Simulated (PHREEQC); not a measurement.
Model water analysis in mmol/kgw, 90 °C, pH 7.99:

```
constituent           mmol/kgw
--------------------  --------
Na                        72.8
K                         12.7
Ca                         7.6
Mg                        20.1
Cl                         135
S(6)                      3.95
Alkalinity (meq/kgw)     0.226
Br                       0.231
```

Cl is adjusted to close the charge balance.
Valence states are taken as typed.

Model: Pitzer model, pitzer.dat, run in PHREEQC.

### Question
The ionic strength comes out as 0.172 mol/kgw. What activity coefficients do CO3-2, Br-, K+, Na+, HCO3- get?

### Answer
CO3-2 0.18, Br- 0.72, K+ 0.71, Na+ 0.73, HCO3- 0.70. Single-ion values are on the MacInnes scale.

This is a speciation only: nothing precipitates in the calculation. Away from 25 °C the constants follow the database's enthalpies or fits; those with neither stay at their 25 °C values.
